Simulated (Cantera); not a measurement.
A closed system holds: 1 mol CH2F2, 1.5 mol F2, 13 mol H2, at 2548 K and 16.0 Pa.

These are equilibrium values from Cantera (NASA tables, ideal gas, pure condensed phases), not measurements of a reactor. Candidate condensed phases: C, C6H6, C7H8, C8H18; 95 gas species. The numbers say what is thermodynamically allowed, not how fast it happens.

Base state: H 0.713, HF 0.188, H2 0.0849, C3 0.00646, F 0.00372, C 0.00199, C2H2 (acetylene) 0.00112, C2H 0.000746 (mole fractions); condensed: C(graphite).

Q: What changes in the equilibrium state with this change: pressure from 16.0 Pa to 70.0 Pa?

A: 
```csv
species,before,after
H,0.713,0.553
H2,0.0849,0.223
HF,0.188,0.217
C3,0.00646,0.00148
C,0.00199,0.000454
C5,2.36e-5,5.40e-6
C2,0.000601,0.000137
"C(graphite), mol",0.305,0.717
```
